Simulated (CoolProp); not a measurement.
Vapour-liquid equilibrium of ethane (1) + C2F6 (R116) (2) at -70.35 °C; x and y are mole fractions of (1).

Values from CoolProp's multi-fluid Helmholtz-energy mixture model, Bücker 2006 and Lemmon 2006; pair parameters Bell 2016.

```json
[
 {"x": "0.05", "bubble pressure, mixture model (MPa)": "0.1801", "bubble pressure, Raoult's law (MPa)": "0.1556", "y, mixture model": "0.194", "y, Raoult's law": "0.079"},
 {"x": "0.125", "bubble pressure, mixture model (MPa)": "0.2192", "bubble pressure, Raoult's law (MPa)": "0.1627", "y, mixture model": "0.377", "y, Raoult's law": "0.189"},
 {"x": "0.2", "bubble pressure, mixture model (MPa)": "0.2505", "bubble pressure, Raoult's law (MPa)": "0.1699", "y, mixture model": "0.487", "y, Raoult's law": "0.290"},
 {"x": "0.275", "bubble pressure, mixture model (MPa)": "0.2732", "bubble pressure, Raoult's law (MPa)": "0.1770", "y, mixture model": "0.557", "y, Raoult's law": "0.382"},
 {"x": "0.35", "bubble pressure, mixture model (MPa)": "0.2883", "bubble pressure, Raoult's law (MPa)": "0.1842", "y, mixture model": "0.601", "y, Raoult's law": "0.468"},
 {"x": "0.425", "bubble pressure, mixture model (MPa)": "0.2975", "bubble pressure, Raoult's law (MPa)": "0.1913", "y, mixture model": "0.631", "y, Raoult's law": "0.547"},
 {"x": "0.5", "bubble pressure, mixture model (MPa)": "0.3026", "bubble pressure, Raoult's law (MPa)": "0.1985", "y, mixture model": "0.651", "y, Raoult's law": "0.620"},
 {"x": "0.575", "bubble pressure, mixture model (MPa)": "0.3052", "bubble pressure, Raoult's law (MPa)": "0.2056", "y, mixture model": "0.665", "y, Raoult's law": "0.688"},
 {"x": "0.65", "bubble pressure, mixture model (MPa)": "0.3063", "bubble pressure, Raoult's law (MPa)": "0.2128", "y, mixture model": "0.678", "y, Raoult's law": "0.752"},
 {"x": "0.725", "bubble pressure, mixture model (MPa)": "0.3062", "bubble pressure, Raoult's law (MPa)": "0.2199", "y, mixture model": "0.693", "y, Raoult's law": "0.811"},
 {"x": "0.8", "bubble pressure, mixture model (MPa)": "0.3038", "bubble pressure, Raoult's law (MPa)": "0.2271", "y, mixture model": "0.717", "y, Raoult's law": "0.867"},
 {"x": "0.875", "bubble pressure, mixture model (MPa)": "0.2959", "bubble pressure, Raoult's law (MPa)": "0.2342", "y, mixture model": "0.764", "y, Raoult's law": "0.919"},
 {"x": "0.95", "bubble pressure, mixture model (MPa)": "0.2748", "bubble pressure, Raoult's law (MPa)": "0.2414", "y, mixture model": "0.863", "y, Raoult's law": "0.969"}
]
```

The largest gap from Raoult's law is +56.5 % in bubble pressure, at x = 0.35. y crosses x between x = 0.65 and 0.725: the model has an azeotrope there.

The pair parameters rest on a limited set of measurements; away from them the model extrapolates. With so large a gap from Raoult's law the liquid may split in two, which this calculation doesn't test in full.
